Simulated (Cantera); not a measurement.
Gas mixture: O₂ : H₂O = 0.29 : 0.6 (molar parts), at 0.000178 atm, frozen composition.

Cantera's kinetic-theory transport with the Lennard-Jones parameters of GRI-Mech 3.0, ideal gas; thermal conductivity in the mixture-averaged form. Polar gases are described roughly by these parameters.

One state of this run: ρ (kg/m³) = 4.07e-5; cp (J/kg/K) = 1825; μ (µPa s) = 47.6; λ (mW/m/K) = 123; Pr = 0.706; D (cm²/s) NO = 14400; D (cm²/s) OH = 22600; D (cm²/s) O = 23000. D: mixture-averaged diffusion coefficient of that species in the mixture.

Problem. Which value of T (K) does it belong to?
(A) 1600
(B) 1400
(C) 1000
(D) 1200

Solution. D, 1200
